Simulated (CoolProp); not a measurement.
Vapour-liquid equilibrium of R22 (1) + R142b (2) at 138 kPa; x and y are mole fractions of (1).

Computed with CoolProp (multi-fluid Helmholtz-energy mixture model, Kamei 1995 and Lemmon 2006; pair parameters Bell 2016).

| x | bubble temperature (°C) | y at the bubble point | dew temperature at overall composition x (°C) | liquid density (mol/L) |
|---|---|---|---|---|
| 0.05 | -4.1 | 0.144 | -2.2 | 11.89 |
| 0.125 | -7.9 | 0.316 | -3.7 | 12.19 |
| 0.2 | -11.3 | 0.449 | -5.3 | 12.48 |
| 0.275 | -14.2 | 0.556 | -7.0 | 12.78 |
| 0.35 | -16.9 | 0.643 | -8.8 | 13.09 |
| 0.425 | -19.4 | 0.716 | -10.6 | 13.40 |
| 0.5 | -21.7 | 0.778 | -12.6 | 13.72 |
| 0.575 | -23.9 | 0.830 | -14.8 | 14.05 |
| 0.65 | -26.0 | 0.874 | -17.1 | 14.39 |
| 0.725 | -27.9 | 0.911 | -19.7 | 14.73 |
| 0.8 | -29.7 | 0.942 | -22.6 | 15.08 |
| 0.875 | -31.4 | 0.968 | -26.0 | 15.44 |
| 0.95 | -33.0 | 0.988 | -30.3 | 15.81 |

No azeotrope shows between x = 0.05 and 0.95.

The pair parameters rest on a limited set of measurements; away from them the model extrapolates.
